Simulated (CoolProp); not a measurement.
Vapour-liquid equilibrium of n-hexane (1) + m-xylene (2) at 0.361 MPa; x and y are mole fractions of (1).

The numbers come from the multi-fluid Helmholtz-energy mixture model, Thol 2019 and Zhou 2012; pair parameters Bell 2016 in CoolProp.

```csv
x,"bubble temperature, mixture model (K)","bubble temperature, Raoult's law (K)","y, mixture model","y, Raoult's law"
0.05,459.1,458.6,0.175,0.198
0.2,437.7,439.0,0.549,0.562
0.35,421.3,424.5,0.746,0.749
0.5,409.8,413.2,0.848,0.856
0.65,401.9,404.3,0.907,0.921
0.8,395.8,396.9,0.948,0.964
0.95,390.5,390.6,0.986,0.992
```

The largest gap from Raoult's law is -3.4 K in bubble temperature, at x = 0.5. No azeotrope shows between x = 0.05 and 0.95.

Pair parameters are fitted to limited data, so mixtures are less certain than the pure fluids. The gap from Raoult's law changes sign with composition, which may be real or a fault of the pair parameters; it wasn't checked against measurements.
